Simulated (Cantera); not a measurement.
Charge: 1 mol SiC, 0.059 mol H2, held at 0.0133 bar.

These are equilibrium values from Cantera (NASA tables, ideal gas, pure condensed phases), not measurements of a reactor. Candidate condensed phases: C, C6H6, C7H8, C8H18, Si, SiC; 99 gas species. Ions and electrons are included (thermal ionisation). Equilibrium is a limit: real reactors are often held back by kinetics, nucleation or transport.

Q: At 3500 K, list the 4 most abundant gas species with their mole fractions, and the condensed phases.

A: Si 0.569, SiC2 0.135, C3 0.0965, H 0.0825. Condensed: gas only.
